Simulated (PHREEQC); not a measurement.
## Polishing slurry liquid

Solution (50 °C): 0.21 mol/kgw H2SO4, 0.0004 mol/kgw H4SiO4 and 0.0016 mol/kgw CuSO4. Closed to the air; pH follows from the charge balance.

Computed with PHREEQC (ion-association model, phreeqc.dat).

This is a speciation only: nothing precipitates in the calculation.

**Question.** Estimate the pH.

**Answer.** pH 0.75.

**Question.** In which forms is S present?

**Answer.** HSO4- 91 %, SO4-2 8.3 % of the S.

The solution is supersaturated, for example in Quartz (slow to form), so a real one may precipitate; this is no full list. Constants without temperature data keep their 25 °C values here.
